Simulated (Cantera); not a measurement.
A perfectly stirred reactor is fed with H2 : O2 : N2 : H2O = 1 : 0.417 : 1.57 : 0.47 (molar parts), at 1.10 bar; it is adiabatic with a 350 K inlet, and is followed from long to short residence time, starting on the burning branch (τ in s: 0.068, 0.021, 0.0066, 0.0021, 0.00064, 0.0002, 6.2e-05, 1.9e-05, 6e-06).

Model: GRI-Mech 3.0 (53 species, 325 reactions), integrated in Cantera.

One state of this run: T (K) = 1318; x H2 = 0.115; x O2 = 0.0383; x H2O = 0.317; x NO = 2.27e-6; x OH = 0.00398; x N2O = 2.40e-8. x: mole fraction; the columns are a selection and need not sum to one.

Which value of τ (s) does it belong to?
(A) 0.00020
(B) 1.9e-5
(C) 6.0e-6
(D) 6.2e-5

B, 1.9e-5
